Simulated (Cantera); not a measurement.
Cantera run, input and output.

```python
import numpy as np
import cantera as ct

gas = ct.Solution("gri30.yaml", transport_model="multicomponent")
show = ['CH4', 'NO', 'O']

rows = []
print(f"{'T/K':>7s}{'rho':>11s}{'cp':>10s}{'mu':>11s}{'lambda':>11s}{'Pr':>7s}" + "".join(f"{'D_' + s:>11s}" for s in show))
for T in [400, 650, 900, 1150, 1400, 1650, 1900, 2150]:
    gas.TPX = T, 500000, {'N2': 0.25}
    Pr = gas.cp_mass * gas.viscosity / gas.thermal_conductivity
    D = [gas.mix_diff_coeffs_mole[gas.species_index(s)] for s in show]
    rows.append([gas.density, gas.cp_mass, gas.viscosity, gas.thermal_conductivity, Pr, *D])
    print(f"{T:7g}{gas.density:11.4e}{gas.cp_mass:10.1f}{gas.viscosity:11.4e}"
          f"{gas.thermal_conductivity:11.4e}{Pr:7.3f}" + "".join(f"{d:11.4e}" for d in D))
print("SI units: kg/m3, J/kg/K, Pa s, W/m/K, m2/s")
```

It prints:

```
    T/K        rho        cp         mu     lambda     Pr      D_CH4       D_NO        D_O
    400 4.2116e+00    1046.6 2.2340e-05 3.2949e-02  0.710 7.5651e-06 6.8648e-06 1.0814e-05
    650 2.5918e+00    1084.0 3.1222e-05 4.7935e-02  0.706 1.7445e-05 1.5695e-05 2.4630e-05
    900 1.8718e+00    1147.0 3.8733e-05 6.2946e-02  0.706 3.0204e-05 2.7087e-05 4.2449e-05
   1150 1.4649e+00    1195.4 4.5455e-05 7.7002e-02  0.706 4.5512e-05 4.0752e-05 6.3825e-05
   1400 1.2033e+00    1230.7 5.1644e-05 9.0086e-02  0.706 6.3153e-05 5.6504e-05 8.8466e-05
   1650 1.0210e+00    1257.7 5.7439e-05 1.0241e-01  0.705 8.2974e-05 7.4204e-05 1.1616e-04
   1900 8.8666e-01    1278.0 6.2924e-05 1.1403e-01  0.705 1.0485e-04 9.3746e-05 1.4674e-04
   2150 7.8356e-01    1293.2 6.8156e-05 1.2502e-01  0.705 1.2870e-04 1.1504e-04 1.8006e-04
SI units: kg/m3, J/kg/K, Pa s, W/m/K, m2/s
```

Model: GRI-Mech 3.0 (53 species, 325 reactions), integrated in Cantera.
